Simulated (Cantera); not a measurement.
An adiabatic, constant-pressure homogeneous reactor starts with CH4 : C2H6 : O2 : N2 : CO2 = 1 : 0.11 : 6.81 : 25.6 : 9.2 (molar parts), at 950 K and 1.58 atm. Integrator tolerance rtol = 1e-08.

Model: GRI-Mech 3.0 (53 species, 325 reactions), integrated in Cantera. Below about 1000 K GRI-Mech 3.0 lacks low-temperature oxidation paths.

```
quantity                                                            before                                    after
---------------------------------  ---------------------------------------  ---------------------------------------
time of steepest temperature rise                                  0.387 s                                  0.103 s
temperature at 0.400 s                                              1509 K                                   1509 K
equilibrium temperature                                             1507 K                                   1507 K
x(CH4) at 0.400 s                    <1e-12 (gas-phase equilibrium <1e-12)    <1e-12 (gas-phase equilibrium <1e-12)
x(C2H6) at 0.400 s                   <1e-12 (gas-phase equilibrium <1e-12)    <1e-12 (gas-phase equilibrium <1e-12)
x(O2) at 0.400 s                       0.103 (gas-phase equilibrium 0.103)      0.103 (gas-phase equilibrium 0.103)
x(HCN) at 0.400 s                    <1e-12 (gas-phase equilibrium <1e-12)    <1e-12 (gas-phase equilibrium <1e-12)
x(H) at 0.400 s                    2.40e-8 (gas-phase equilibrium 8.10e-9)  1.74e-9 (gas-phase equilibrium 1.69e-9)
x(H2) at 0.400 s                   6.00e-7 (gas-phase equilibrium 2.81e-7)  1.01e-7 (gas-phase equilibrium 9.87e-8)
```

Which change was made?
A. initial temperature 950 to 1325 K
B. constant volume in place of constant pressure
C. pressure from 1.58 atm to 12.8 atm
D. CO2 9.2 to 6.4 parts

C, pressure from 1.58 atm to 12.8 atm
